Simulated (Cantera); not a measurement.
Mixture: CH4 : CO : O2 : N2 = 1 : 0.23 : 3.65 : 13.7 (molar parts), at 7500 Torr, adiabatic and at constant volume. Ignition delay is the time to a rise of 400 K.

Cantera simulation using GRI-Mech 3.0 (53 species, 325 reactions); the numbers are that mechanism's predictions, not measurements.

### Question
What does this change do: pressure from 7500 Torr to 1800 Torr?

### Answer
```
quantity                                                before       after
--------------------------------------------------  ----------  ----------
delay at 1175 K                                        5.92 ms     23.7 ms
delay at 1275 K                                        1.62 ms     5.95 ms
delay at 1375 K                                       0.516 ms     1.74 ms
delay at 1475 K                                       0.187 ms    0.594 ms
delay at 1575 K                                        75.2 µs    0.235 ms
delay at 1675 K                                        33.7 µs    0.107 ms
delay at 1775 K                                        16.6 µs     54.6 µs
apparent activation energy between 1575 and 1775 K  180 kJ/mol  170 kJ/mol
```

### Question
What does this change do: CO 0.23 to 0.58 parts?

### Answer
```tsv
quantity	before	after
delay at 1175 K	5.92 ms	7.18 ms
delay at 1275 K	1.62 ms	1.84 ms
delay at 1375 K	0.516 ms	0.559 ms
delay at 1475 K	0.187 ms	0.195 ms
delay at 1575 K	75.2 µs	76.9 µs
delay at 1675 K	33.7 µs	34.0 µs
delay at 1775 K	16.6 µs	16.6 µs
apparent activation energy between 1575 and 1775 K	180 kJ/mol	180 kJ/mol
```
